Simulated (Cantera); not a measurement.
Feed: 1 mol CCl4, 0.05 mol CH4, 9.8 mol H2, held at 1423.15 K and 19.0 Pa.

Cantera equilibrium calculation (NASA polynomials, part measured and part estimated; ideal gas, pure solids and liquids). Candidate condensed phases: C, C6H6, C7H8, C8H18; 91 gas species. Equilibrium is a limit: real reactors are often held back by kinetics, nucleation or transport.

Base state: H2 0.664, HCl 0.336, H 0.000393, Cl 0.000163 (mole fractions); condensed: C(graphite).

Q: What changes in the equilibrium state with this change: temperature from 1423.15 K to 2873.15 K?

A: 
| species | before | after |
|---|---|---|
| H | 0.000393 | 0.795 |
| Cl | 0.000163 | 0.163 |
| C | <1e-9 | 0.0190 |
| H2 | 0.664 | 0.0109 |
| HCl | 0.336 | 0.00323 |
| C3 | <1e-9 | 0.00629 |
| C2 | <1e-9 | 0.00249 |
| C(graphite), mol | 1.05 | 0 |
